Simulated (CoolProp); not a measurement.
R227EA along the isobar 101 kPa: density (kg/m³) from the reference equation and from simpler models built on Tc = 374.9 K, pc = 2925 kPa, ω = 0.358; each cubic takes its own stable root.

Model: reference Helmholtz-energy equation of state, Lemmon 2016, in CoolProp.

```json
[
 {"T (K)": "178.4", "phase": "liquid", "reference": "___", "van der Waals": "1060", "Soave-Redlich-Kwong": "1623", "Peng-Robinson": "1823"},
 {"T (K)": "193.2", "phase": "liquid", "reference": "1746", "van der Waals": "1037", "Soave-Redlich-Kwong": "1592", "Peng-Robinson": "1790"},
 {"T (K)": "208.1", "phase": "liquid", "reference": "___", "van der Waals": "10.35", "Soave-Redlich-Kwong": "1557", "Peng-Robinson": "1754"},
 {"T (K)": "223", "phase": "liquid", "reference": "1656", "van der Waals": "9.599", "Soave-Redlich-Kwong": "___", "Peng-Robinson": "1713"},
 {"T (K)": "237.8", "phase": "liquid", "reference": "1608", "van der Waals": "8.957", "Soave-Redlich-Kwong": "1477", "Peng-Robinson": "1668"},
 {"T (K)": "252.7", "phase": "liquid", "reference": "1559", "van der Waals": "___", "Soave-Redlich-Kwong": "1431", "Peng-Robinson": "1618"},
 {"T (K)": "267.6", "phase": "gas", "reference": "8.053", "van der Waals": "___", "Soave-Redlich-Kwong": "___", "Peng-Robinson": "8.019"},
 {"T (K)": "282.4", "phase": "gas", "reference": "7.568", "van der Waals": "7.466", "Soave-Redlich-Kwong": "7.542", "Peng-Robinson": "7.555"},
 {"T (K)": "297.3", "phase": "gas", "reference": "7.145", "van der Waals": "7.075", "Soave-Redlich-Kwong": "7.131", "Peng-Robinson": "7.143"},
 {"T (K)": "312.2", "phase": "gas", "reference": "6.772", "van der Waals": "6.724", "Soave-Redlich-Kwong": "6.765", "Peng-Robinson": "6.776"},
 {"T (K)": "327", "phase": "gas", "reference": "6.442", "van der Waals": "6.408", "Soave-Redlich-Kwong": "6.438", "Peng-Robinson": "6.448"},
 {"T (K)": "341.9", "phase": "gas", "reference": "6.143", "van der Waals": "6.120", "Soave-Redlich-Kwong": "6.141", "Peng-Robinson": "6.150"},
 {"T (K)": "356.8", "phase": "gas", "reference": "5.873", "van der Waals": "5.857", "Soave-Redlich-Kwong": "5.872", "Peng-Robinson": "5.880"}
]
```

Task: Complete the blanks.

Result: 
- 178.4, reference: 1789
- 208.1, reference: 1701
- 223, Soave-Redlich-Kwong: 1519
- 252.7, van der Waals: 8.394
- 267.6, van der Waals: 7.900
- 267.6, Soave-Redlich-Kwong: 8.005

At some of these states van der Waals gives the other phase, because its saturation line lies elsewhere.
